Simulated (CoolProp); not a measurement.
Vapour-liquid equilibrium of R134a (1) + R1234yf (2) at 11.5 bar; x and y are mole fractions of (1).

Model: multi-fluid Helmholtz-energy mixture model, Tillner-Roth 1994 and Lemmon 2022; pair parameters Bell 2022, in CoolProp.

| x | bubble temperature, mixture model (K) | bubble temperature, Raoult's law (K) | y, mixture model | y, Raoult's law |
|---|---|---|---|---|
| 0.05 | 317.6 | 318.0 | 0.056 | 0.050 |
| 0.15 | 317.0 | 318.0 | 0.163 | 0.151 |
| 0.25 | 316.6 | 318.0 | 0.263 | 0.251 |
| 0.35 | 316.3 | 317.9 | 0.360 | 0.351 |
| 0.45 | 316.1 | 317.9 | 0.454 | 0.451 |
| 0.55 | 316.1 | 317.9 | 0.547 | 0.551 |
| 0.65 | 316.2 | 317.9 | 0.641 | 0.651 |
| 0.75 | 316.5 | 317.9 | 0.737 | 0.751 |
| 0.85 | 316.9 | 317.8 | 0.838 | 0.851 |
| 0.95 | 317.5 | 317.8 | 0.944 | 0.950 |

The largest gap from Raoult's law is -1.8 K in bubble temperature, at x = 0.45. y crosses x between x = 0.45 and 0.55: the model has an azeotrope there.

Pair parameters are fitted to limited data, so mixtures are less certain than the pure fluids.
